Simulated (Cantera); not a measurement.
Charge: 1 mol C₃H₈, 0.39 mol H₂, 29 mol N₂, held at 1650 K and 133 Pa.

These are equilibrium values from Cantera (NASA tables, ideal gas, pure condensed phases), not measurements of a reactor. Candidate condensed phases: C, C₆H₆, C₇H₈, C₈H₁₈; 92 gas species. Rates play no part.

Base state: N₂ 0.868, H₂ 0.130, HCN 0.000930, H 0.000899, HNC 2.44e-5 (mole fractions); condensed: C(graphite).

Q: What changes in the equilibrium state with this change: C₃H₈ replaced by CH₃OH?

A: 
| species | before | after |
|---|---|---|
| N₂ | 0.868 | 0.895 |
| H₂ | 0.130 | 0.0734 |
| CO | 0 | 0.0309 |
| HCN | 0.000930 | 1.23e-6 |
| HNC | 2.44e-5 | 3.24e-8 |
| H | 0.000899 | 0.000674 |
| C(graphite), mol | 2.97 | 0 |
Further candidate phases: H₂O.

Q: What changes in the equilibrium state with this change: temperature from 1650 K to 1973.15 K?

A: 
```csv
species,before,after
N₂,0.868,0.861
H₂,0.130,0.122
H,0.000899,0.0129
CN,5.60e-8,1.01e-5
C₂H₂ (acetylene),5.95e-6,7.81e-5
HNC,2.44e-5,0.000232
HCN,0.000930,0.00429
"C(graphite), mol",2.97,2.84
```

Q: What changes in the equilibrium state with this change: temperature from 1650 K to 2848.15 K?

A: 
```csv
species,before,after
N₂,0.868,0.738
H,0.000899,0.207
CN,5.60e-8,0.0205
H₂,0.130,0.00610
C₃,<1e-9,0.0127
C,<1e-9,0.00555
C₂,<1e-9,0.00187
"C(graphite), mol",2.97,0
```
